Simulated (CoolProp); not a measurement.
A simple Rankine cycle with cis-2-butene: condensing at 308.15 K, boiler at 2.76 MPa, turbine inlet 449.4 K, turbine efficiency 0.9, pump efficiency 0.6, no recuperator. Each further row changes one setting.

The numbers come from the reference Helmholtz-energy equation of state, Lemmon 2005 in CoolProp. It is a short technical equation, of lower accuracy than the large ones.

```
case                             thermal efficiency (%)  net work (kJ/kg)  heat in (kJ/kg)  turbine exit temperature (K)  volume ratio over the turbine
-------------------------------  ----------------------  ----------------  ---------------  ----------------------------  -----------------------------
as stated                                          17.1               ___              579                         366.8                           9.77
turbine inlet 469.4 K                              17.1               107              628                         389.2                           9.48
condensing temperature 300.15 K                    18.4               ___              598                           ___                           12.3
boiler pressure 1.93 MPa                           15.0              90.4              602                         384.1                           6.49
turbine efficiency 0.8                              ___               ___              579                         373.4                           9.98
```

Fill in the missing entries.


- as stated, net work (kJ/kg): 99.0
- condensing temperature 300.15 K, net work (kJ/kg): 110
- condensing temperature 300.15 K, turbine exit temperature (K): 359.3
- turbine efficiency 0.8, thermal efficiency (%): 15.1
- turbine efficiency 0.8, net work (kJ/kg): 87.2
